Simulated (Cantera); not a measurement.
Feed: 1 mol CH3SiH3, 23 mol H2, held at 0.0133 bar.

Cantera equilibrium calculation (NASA polynomials, part measured and part estimated; ideal gas, pure solids and liquids). Candidate condensed phases: C, C6H6, C7H8, C8H18, Si, SiC; 87 gas species. The feed counts by its element totals alone. Gases not in the tables: Si2H6 and higher silanes. Kinetics and transport are ignored.

Q: Which condensed phases are stable at each of these points (T (K)): 1475, 1575, 1675, 1775, 1875, 1975, 2075, 2175, 2275, 2375, 2475, 2575?

A: 
| T (K) | condensed phases | Si condensed (%) |
|---|---|---|
| 1475 | SiC(s) | 100.0 |
| 1575 | SiC(s) | 100.0 |
| 1675 | SiC(s) | 100.0 |
| 1775 | SiC(s) | 99.9 |
| 1875 | SiC(s) | 99.8 |
| 1975 | SiC(s) | 99.2 |
| 2075 | SiC(s) | 97.3 |
| 2175 | SiC(s) | 91.3 |
| 2275 | C(graphite) + SiC(s) | 72.9 |
| 2375 | C(graphite) + SiC(s) | 5.0 |
| 2475 | C(graphite) | 0.0 |
| 2575 | gas only | 0.0 |

From 1475 K to 2175 K the condensed part is SiC(s). From 2275 K to 2375 K the condensed part is C(graphite) + SiC(s). At 2475 K the condensed part is C(graphite). At 2575 K nothing is condensed.
